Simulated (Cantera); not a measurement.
Charge: 1 mol Cu2O, 7.5 mol H2, held at 27.0 mbar.

Equilibrium computed with Cantera from the NASA thermochemical tables; the gas is ideal and each condensed phase is pure. Candidate condensed phases: Cu, CuO, Cu(OH)2, Cu2O, H2O; 12 gas species. Equilibrium is a limit: real reactors are often held back by kinetics, nucleation or transport. All values below are at 1323 K.

Base state: H2 0.867, H2O 0.133 (mole fractions); condensed: Cu(s).

Question: What changes in the equilibrium state with this change: Cu2O replaced by SiO2?

Answer: 
```tsv
species	before	after
H2	0.867	1.000
H2O	0.133	1.37e-5
SiO	0	1.37e-5
Cu(s), mol	2.00	0
SiO2(β-quartz), mol	0	1.000
```
The tables hold silica as quartz up to 1696 K and as liquid above; real silica turns to tridymite and cristobalite and melts near 1996 K. Further candidate phases: Si, SiO2.
